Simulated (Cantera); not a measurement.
A jet of 6.45 % CH₄, 10.0 % O₂, 83.5 % N₂, equivalence ratio 1.3 at 300 K and 225 Torr hits a platinum plate 5.9 cm away at a mass flux of 0.15 kg/m²/s; the plate temperature is set and raised in steps from an oxygen-covered start.

Detailed kinetics in Cantera: Deutschmann's 1995 Pt surface mechanism with GRI-Mech 3.0 gas chemistry. Catalytic surfaces can have several steady states; this one follows from the mechanism file's or the stated starting coverage.

x: mole fraction at the wall; θ: surface coverage.

```csv
plate T (K),wall x CH₄,wall x O₂,wall x H₂O,wall x OH,wall x CO,wall x CO₂,θ free Pt,θ H*,θ CO*,θ C*
850,0.0141,?,0.0933,<1e-8,0.0235,0.0343,0.321,4.35e-5,0.676,0.00309
900,0.00983,?,0.100,<1e-8,0.0382,0.0222,0.394,0.000140,0.600,0.00632
950,0.00640,?,0.106,<1e-8,0.0496,0.0129,0.494,0.000441,0.493,0.0128
1000,0.00418,?,0.108,<1e-8,0.0551,0.00915,0.611,0.00110,0.369,0.0182
1050,0.00288,?,0.105,<1e-8,0.0543,0.0116,0.735,0.00174,0.251,0.0127
1100,0.00220,?,0.100,<1e-8,0.0500,0.0175,0.839,0.00212,0.153,0.00647
```

**Question.** Some entries are withheld; supply them.

**Answer.** 
- 850, wall x O₂: 0.00538
- 900, wall x O₂: 0.00385
- 950, wall x O₂: 0.00262
- 1000, wall x O₂: 0.00182
- 1050, wall x O₂: 0.00133
- 1100, wall x O₂: 0.00107
